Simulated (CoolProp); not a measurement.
A single-stage vapour-compression cycle with the fluid: evaporating at 315.15 K (dew point), condensing at 350.15 K (bubble point), superheat 0 K, subcooling 0 K, compressor efficiency 0.8, no pressure losses. The same conditions are run with several fluids, on thermodynamics alone (safety and materials aside).

Model: reference Helmholtz-energy equation of state of each fluid (propyne: Polt 1992; R124: de Vries 1995; ethanol: Schroeder 2014; n-perfluorobutane: Gao 2022; R142b: Lemmon 2006; R245ca: Zhou 2016), in CoolProp. The equations of Platzer and Polt are older, rougher fits.

Problem. Rank propyne, R124, ethanol, n-perfluorobutane, R142b, R245ca by cooling COP, highest first.

Solution. ethanol (6.63), R245ca (6.00), propyne (5.91), R142b (5.82), R124 (5.46), n-perfluorobutane (4.22)

```json
[
 {"fluid": "propyne", "pressure ratio": "2.27", "discharge temperature (K)": "364.2", "refrigerating effect (kJ/kg)": "343", "volumetric capacity (kJ/m³)": "5730"},
 {"fluid": "R124", "pressure ratio": "2.35", "discharge temperature (K)": "351.0", "refrigerating effect (kJ/kg)": "92.5", "volumetric capacity (kJ/m³)": "3560"},
 {"fluid": "ethanol", "pressure ratio": "4.84", "discharge temperature (K)": "392.7", "refrigerating effect (kJ/kg)": "805", "volumetric capacity (kJ/m³)": "283"},
 {"fluid": "n-perfluorobutane", "pressure ratio": "2.42", "discharge temperature (K)": "350.2", "refrigerating effect (kJ/kg)": "38.3", "volumetric capacity (kJ/m³)": "1810"},
 {"fluid": "R142b", "pressure ratio": "2.34", "discharge temperature (K)": "354.0", "refrigerating effect (kJ/kg)": "140", "volumetric capacity (kJ/m³)": "3400"},
 {"fluid": "R245ca", "pressure ratio": "2.85", "discharge temperature (K)": "350.2", "refrigerating effect (kJ/kg)": "144", "volumetric capacity (kJ/m³)": "1450"}
]
```

The compression ends wet for: n-perfluorobutane; R245ca.
